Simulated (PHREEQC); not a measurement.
Dissolve 0.0032 mol HF, 0.093 mol (NH4)2SiF6 and 0.05 mol HCl per kg of water at 55 °C. Closed to the air; pH follows from the charge balance.

The numbers come from PHREEQC with the ion-association model, phreeqc.dat.

### Question
The ionic strength comes out as 0.323 mol/kgw. What activity coefficients do Cl-, NH4+, H+, HF2-, SiF6-2 get?

### Answer
Cl- 0.67, NH4+ 0.62, H+ 0.77, HF2- 0.72, SiF6-2 0.23.

Precipitation was switched off in this run. The solution is supersaturated, for example in Quartz (slow to form), Chalcedony (slow to form), so a real one may precipitate; this is no full list. Complexes and solids missing from the database can't appear. Constants without temperature data keep their 25 °C values here. SiF6-2 is the database's only silicon fluoride.
